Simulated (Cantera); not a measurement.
**Thermodynamics of chemical vapour transport, feed Fe + HCl + H2**

Charge: 1 mol Fe, 0.014 mol HCl, 0.13 mol H2.

Equilibrium computed with Cantera from the NASA thermochemical tables; the gas is ideal and each condensed phase is pure. Candidate condensed phases: Fe, FeCl2, FeCl3; 11 gas species. The numbers say what is thermodynamically allowed, not how fast it happens.

Stable condensed phases:

```
T in °C \ P in Pa
            1000    3200   10000   32000  100000  320000 1000000
   1425        A       A       A       A       A       A       A
   1325        A       A       A       A       A       A       A
   1225        A       A       A       A       A       A       A
   1125        A       A       A       A       A       A       A
   1025        A       A       A       A       A       A       A
    925        A       A       A       A       A       A       A
    825        A       A       A       A       A       A       A
    725        A       A       A       A       A       A       A
    625        A       A       A       A       A       B       B
    525        A       A       A       B       B       B       B
```

A: Fe; B: Fe + FeCl2.
